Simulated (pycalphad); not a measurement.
CALPHAD calculation (pycalphad, COST 507 light-alloy database (1999)), 1 atm. The data set is of 1999 and partly superseded. Amounts are mole fractions of atoms.

Question: Give the equilibrium state of Sn-19.82Si (wt.%) at 950 K.

Answer: diamond (Si), fraction 0.510, with >99.99 Si wt.%; liquid, fraction 0.490, with 0.05 Si wt.%.
